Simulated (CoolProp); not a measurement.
Model: reference Helmholtz-energy equation of state, Thol 2015, in CoolProp.

Problem. For octamethylcyclotetrasiloxane (D4), give the phase and the Z, Joule-Thomson coefficient (K/MPa), expansivity (1/kK) at 611.3 K and 0.245 MPa.

Solution. 
- 611.3 K and 0.245 MPa: gas; Z 0.943, Joule-Thomson coefficient 8.01, expansivity 2.04
